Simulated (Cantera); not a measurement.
# Equilibrium for halide evaporation, hydrolysis and transport: BaF₂ + N₂ + H₂O

Charge: 1 mol BaF₂, 15 mol N₂, 4.4 mol H₂O, at 1225 °C and 12.0 Pa.

Method: chemical equilibrium by Gibbs-energy minimisation in Cantera with the NASA 1993 tables (ideal gas, pure condensed phases). Candidate condensed phases: Ba, BaF₂, BaO, Ba(OH)₂, H₂O; 45 gas species. Equilibrium is a limit: real reactors are often held back by kinetics, nucleation or transport.

The x(N₂) comes out as 0.735. The x(H₂O) is 0.203, the x(BaF₂) comes out as 0.0383 and the x(HF) is 0.0212. The x(H₂) comes out as 0.00136. The x(O₂) is 0.000628. The x(OH) is 0.000245. The x(Ba(OH)₂) comes out as 0.000209. The x(BaF) is 0.000116, the n(BaO(s)) comes out as 0.211 mol and the gas amount comes out as 20.42 mol. The log10 activity of Ba(OH)₂(l) (absent) is -5.07 and the log10 activity of Ba(l) (absent) comes out as -10.72.
